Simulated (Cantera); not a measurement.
Source: NASA polynomial tables (part measured, part estimated), evaluated in Cantera. Values are per mole of reaction as written; species without (g) are pure solids or liquids, kept so even where they would boil at 1 bar. The tables' values for SiF₂ are old estimates.

4 F(g) + Si(g) ⇌ SiF₄(g)

```json
[
 {"T (K)": "1473", "ΔH° (kJ)": "(withheld)", "ΔS° (J/K)": "(withheld)", "ΔG° (kJ)": "(withheld)", "log10 K": "(withheld)"},
 {"T (K)": "1623", "ΔH° (kJ)": "-2394.1", "ΔS° (J/K)": "-543.8", "ΔG° (kJ)": "-1511.6", "log10 K": "48.65"},
 {"T (K)": "1773", "ΔH° (kJ)": "(withheld)", "ΔS° (J/K)": "(withheld)", "ΔG° (kJ)": "(withheld)", "log10 K": "(withheld)"},
 {"T (K)": "1923", "ΔH° (kJ)": "(withheld)", "ΔS° (J/K)": "(withheld)", "ΔG° (kJ)": "(withheld)", "log10 K": "(withheld)"},
 {"T (K)": "2073", "ΔH° (kJ)": "-2393.7", "ΔS° (J/K)": "-543.5", "ΔG° (kJ)": "-1266.9", "log10 K": "31.92"},
 {"T (K)": "2223", "ΔH° (kJ)": "-2393.5", "ΔS° (J/K)": "-543.4", "ΔG° (kJ)": "-1185.4", "log10 K": "27.85"},
 {"T (K)": "2373", "ΔH° (kJ)": "-2393.3", "ΔS° (J/K)": "-543.4", "ΔG° (kJ)": "-1103.9", "log10 K": "24.30"},
 {"T (K)": "2523", "ΔH° (kJ)": "-2393.1", "ΔS° (J/K)": "-543.3", "ΔG° (kJ)": "-1022.4", "log10 K": "21.17"},
 {"T (K)": "2673", "ΔH° (kJ)": "(withheld)", "ΔS° (J/K)": "(withheld)", "ΔG° (kJ)": "(withheld)", "log10 K": "(withheld)"},
 {"T (K)": "2823", "ΔH° (kJ)": "-2392.7", "ΔS° (J/K)": "-543.1", "ΔG° (kJ)": "-859.4", "log10 K": "15.90"}
]
```

**Question.** What belongs in the gaps?

**Answer.** 
- 1473, ΔH° (kJ): -2394.1
- 1473, ΔS° (J/K): -543.8
- 1473, ΔG° (kJ): -1593.1
- 1473, log10 K: 56.49
- 1773, ΔH° (kJ): -2394.0
- 1773, ΔS° (J/K): -543.7
- 1773, ΔG° (kJ): -1430.0
- 1773, log10 K: 42.13
- 1923, ΔH° (kJ): -2393.9
- 1923, ΔS° (J/K): -543.6
- 1923, ΔG° (kJ): -1348.5
- 1923, log10 K: 36.63
- 2673, ΔH° (kJ): -2392.9
- 2673, ΔS° (J/K): -543.2
- 2673, ΔG° (kJ): -940.9
- 2673, log10 K: 18.39
